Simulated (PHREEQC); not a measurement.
Make-up at 77 °C and 500 atm: 0.018 mol/kgw HF, 0.28 mol/kgw NH4HF2 and 0.0026 mol/kgw H3BO3. Closed to the air; pH follows from the charge balance.

Equilibrium calculation in PHREEQC: ion-association model, phreeqc.dat.

Question: The ionic strength comes out as 0.281 mol/kgw. What activity coefficients do BF4-, HF2-, BF3OH-, F-, H+ get?

Answer: BF4- 0.72, HF2- 0.72, BF3OH- 0.72, F- 0.66, H+ 0.77.

No solid was allowed to form. Under pressure, the constants of complexes without a molar volume in the database are unreliable. Constants without temperature data keep their 25 °C values here. Real BF4- forms and hydrolyses slowly; the run takes it at equilibrium.
